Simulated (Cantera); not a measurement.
# Aluminium nitride and oxide growth: Al(CH3)3 + N2O + H2

Charge: 1 mol Al(CH3)3, 3.8 mol N2O, 4.9 mol H2, held at 2.10 Torr.

Method: chemical equilibrium by Gibbs-energy minimisation in Cantera with the NASA 1993 tables (ideal gas, pure condensed phases). Candidate condensed phases: Al, AlN, Al2O3, C, C6H6, C7H8, C8H18, H2O; 148 gas species. The feed counts by its element totals alone. Mutual solubility and eutectic melting of coexisting phases are not modelled. The tables' values for AlOH are old estimates; treat these amounts as uncertain. Condensed phases not in the tables: aluminium oxynitride. The numbers say what is thermodynamically allowed, not how fast it happens.

| T (°C) | log p H2 | log p N2 | log p CO | log p Al | log p H | log p Al2O | n Al2O3(s) | n C(graphite) | n AlN(s) |
|---|---|---|---|---|---|---|---|---|---|
| 702 | -2.77 | -3.16 | -3.38 | <-14 | -10.33 | <-14 | 0.500 | 0.701 | 0 |
| 852 | -2.77 | -3.16 | -3.38 | <-14 | -8.74 | <-14 | 0.500 | 0.700 | 0 |
| 1002 | -2.77 | -3.16 | -3.38 | -13.94 | -7.52 | <-14 | 0.500 | 0.699 | 0 |
| 1152 | -2.78 | -3.18 | -3.32 | -9.78 | -6.55 | -11.51 | 0.378 | 0.332 | 0.243 |
| 1302 | -2.78 | -3.20 | -3.28 | -7.55 | -5.77 | -8.65 | 0.267 | 0 | 0.465 |
| 1452 | -2.79 | -3.20 | -3.28 | -5.72 | -5.12 | -6.32 | 0.266 | 0 | 0.451 |
| 1602 | -2.81 | -3.20 | -3.30 | -4.36 | -4.59 | -4.60 | 0.216 | 0 | 0 |
log p: log10 of the partial pressure in bar; n: condensed amount in mol.

From 702 °C to 1002 °C the condensed part is Al2O3(s) + C(graphite). At 1152 °C the condensed part is AlN(s) + Al2O3(s) + C(graphite). From 1302 °C to 1452 °C the condensed part is AlN(s) + Al2O3(s). At 1602 °C the condensed part is Al2O3(s).
